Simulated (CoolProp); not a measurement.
Vapour-liquid equilibrium of isobutane (1) + acetone (2) at 2.05 bar; x and y are mole fractions of (1).

Model: multi-fluid Helmholtz-energy mixture model, Bücker 2006 and Lemmon 2006; pair parameters Bell 2016, in CoolProp.

```csv
x,bubble temperature (°C),y at the bubble point,dew temperature at overall composition x (°C),liquid density (mol/L)
0.05,53.6,0.551,76.5,12.68
0.2,21.2,0.883,70.8,12.56
0.35,14.0,0.920,64.4,11.99
0.5,12.4,0.928,56.6,11.38
0.65,11.7,0.932,46.8,10.81
0.8,10.6,0.944,32.9,10.33
0.95,8.5,0.978,10.1,9.942
```

No azeotrope shows between x = 0.05 and 0.95.

Pair parameters are fitted to limited data, so mixtures are less certain than the pure fluids. With so large a gap from Raoult's law the liquid may split in two, which this calculation doesn't test in full.
